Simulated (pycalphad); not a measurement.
All values are pycalphad results on the COST 507 light-alloy database (1999) (1 atm), not direct measurements. The database dates from 1999; later assessments differ in places, in temperatures and in the compounds included.

Which phases does Cu-27 at.% Y hold at 975 K, with what compositions and amounts?

CU7Y2 with 22.2 at.% Y and CU2Y_R with 33.3 at.% Y. The lever rule gives (27 − 22.2)/(33.3 − 22.2) = 0.43 of CU2Y_R and 0.57 of CU7Y2.

Which phases does Cu-74 at.% Y hold at 1250 K, with what compositions and amounts?

liquid with 68.1 at.% Y and hcp with >99.99 at.% Y. The lever rule gives (74 − 68.1)/(100.0 − 68.1) = 0.18 of hcp and 0.82 of liquid.

Which phases does Cu-40 at.% Y hold at 850 K, with what compositions and amounts?

CU2Y_R with 33.3 at.% Y and CUY with 50.0 at.% Y. The lever rule gives (40 − 33.3)/(50.0 − 33.3) = 0.40 of CUY and 0.60 of CU2Y_R.

Which phases does Cu-46 at.% Y hold at 1000 K, with what compositions and amounts?

CU2Y_R with 33.3 at.% Y and CUY with 50.0 at.% Y. The lever rule gives (46 − 33.3)/(50.0 − 33.3) = 0.76 of CUY and 0.24 of CU2Y_R.

Database names, with the compositions (at.%) that they take in these runs: CUY: Cu 50 Y 50; CU7Y2: Cu 78 Y 22; CU2Y_R: Cu 67 Y 33.
